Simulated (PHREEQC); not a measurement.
# Polishing slurry liquid: an equilibrium model

Solution (35 °C): 0.0435 mol/kgw TMAH and 7.2e-06 mol/kgw CO2. Closed to the air; pH follows from the charge balance.

The numbers come from PHREEQC with the ion-association model, phreeqc.dat.

Precipitation was switched off in this run.

Predict the pH.

pH 12.23.

Species that the database lacks are ignored. (CH3)4N+ isn't in the database: it is added as a free cation with an ion size of 4 Å.
